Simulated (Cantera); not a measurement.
Charge: 1 mol Si3N4, 0.29 mol Si, 0.033 mol H2, held at 2873 K and 308 Torr.

These are equilibrium values from Cantera (NASA tables, ideal gas, pure condensed phases), not measurements of a reactor. Candidate condensed phases: Si, Si3N4; 18 gas species. The tables' values for SiN are old estimates; treat these amounts as uncertain. Gases not in the tables: Si2H6 and higher silanes. Equilibrium is a limit: real reactors are often held back by kinetics, nucleation or transport.

Base state: N2 0.834, Si 0.131, H 0.0133, H2 0.00659, Si2 0.00559, SiN 0.00473, Si2N 0.00334, SiH 0.00109 (mole fractions); condensed: Si(l).

What changes in the equilibrium state with this change: temperature from 2873 K to 1525 K?


| species | before | after |
|---|---|---|
| H2 | 0.00659 | 1.000 |
| N2 | 0.834 | 0.000188 |
| H | 0.0133 | 3.69e-5 |
| Si | 0.131 | 4.60e-8 |
| SiH2 | 2.16e-5 | 2.06e-6 |
| Si2 | 0.00559 | <1e-9 |
| SiN | 0.00473 | <1e-9 |
| Si2N | 0.00334 | <1e-9 |
| Si3 | 0.000849 | <1e-9 |
| SiH | 0.00109 | 8.55e-8 |
| Si(l), mol | 2.92 | 0 |
| Si(s), mol | 0 | 0.290 |
| Si3N4(s), mol | 0 | 1.000 |
Mutual solubility and eutectic melting of coexisting phases are not modelled.

What changes in the equilibrium state with this change: 0.061 mol CH4 added?


```tsv
species	before	after
N2	0.834	0.760
Si	0.131	0.131
H2	0.00659	0.0391
H	0.0133	0.0325
Si2C	0	0.0133
HCN	0	0.00441
SiC2	0	0.00220
Si(l), mol	2.92	2.80
```
Further candidate phases: C, C6H6, C7H8, C8H18, SiC.

What changes in the equilibrium state with this change: temperature from 2873 K to 2775 K?


```
species       before     after
----------  --------  --------
N2             0.834     0.897
Si             0.131    0.0737
H             0.0133    0.0110
Si2          0.00559   0.00282
Si3         0.000849  0.000443
SiN          0.00473   0.00310
Si2N         0.00334   0.00232
SiH          0.00109  0.000806
Si(l), mol      2.92      3.09
```
